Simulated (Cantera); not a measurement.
## Counterflow diffusion flame

A counterflow diffusion flame at 2.00 bar, nozzles 20 mm apart: fuel side 100 % CH4 at 400 K, oxidiser side 26.0 % O2, 74.0 % N2 at 425 K, fuel mass flux 0.74 times the oxidiser's; mixture-averaged transport, no radiation.

Model: GRI-Mech 3.0 (53 species, 325 reactions), integrated in Cantera. GRI-Mech 3.0 has no aromatics or soot, which form on the fuel side of real flames. The maximum strain rate includes the flame's own expansion and is several times the mean.

| oxidiser flux (kg/m²/s) | max strain (1/s) | mean strain (1/s) | T max (K) | peak x OH | peak x H | peak x NO | peak x CO | peak x C2H2 |
|---|---|---|---|---|---|---|---|---|
| 0.5 | 195 | 34.4 | 2386 | 0.0114 | 0.00395 | 0.000606 | 0.0803 | 0.0206 |
| 0.73 | 273 | 50.2 | 2360 | 0.0116 | 0.00419 | 0.000534 | 0.0779 | 0.0198 |
| 1.1 | 393 | 75.6 | 2336 | 0.0118 | 0.00447 | 0.000476 | 0.0758 | 0.0189 |
| 1.5 | 519 | 103 | 2319 | 0.0119 | 0.00468 | 0.000436 | 0.0742 | 0.0181 |
| 2.2 | 731 | 151 | 2302 | 0.0120 | 0.00495 | 0.000392 | 0.0726 | 0.0171 |
| 3.2 | 1030 | 220 | 2284 | 0.0120 | 0.00517 | 0.000346 | 0.0710 | 0.0160 |
| 4.7 | 1450 | 323 | 2264 | 0.0119 | 0.00537 | 0.000297 | 0.0695 | 0.0147 |
| 6.8 | 2040 | 468 | 2242 | 0.0116 | 0.00551 | 0.000247 | 0.0684 | 0.0134 |
| 9.9 | 2880 | 681 | 2215 | 0.0111 | 0.00555 | 0.000193 | 0.0674 | 0.0119 |
x: mole fraction; the columns are a selection and need not sum to one.
